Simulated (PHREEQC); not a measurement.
A solution holds 40 mmol/kgw Cu(NO3)2, 86.4 mmol/kgw HCl and 0.056 mmol/kgw FeCl3, at 56 °C. Closed to the air; pH follows from the charge balance.

The numbers come from PHREEQC with the ion-association model, wateq4f.dat.

Precipitation was switched off in this run.

Task: Order these Fe species by the share of Fe that they hold, largest first: FeOH+2, FeCl+2, FeCl2+, Fe+3.

Result: FeCl+2 (57 %), Fe+3 (34 %), FeOH+2 (7.0 %), FeCl2+ (2.2 %)

Task: Order these Cu species by the share of Cu that they hold, largest first: CuCl+, CuCl2, Cu+2.

Result: Cu+2 (79 %), CuCl+ (20 %), CuCl2 (0.55 %)

The pH is 1.17 and the ionic strength 0.190 mol/kgw. Examples of supersaturated solids here: Hematite (slow to form). Others may be too. Complexes and solids missing from the database can't appear. Constants without temperature data keep their 25 °C values here.
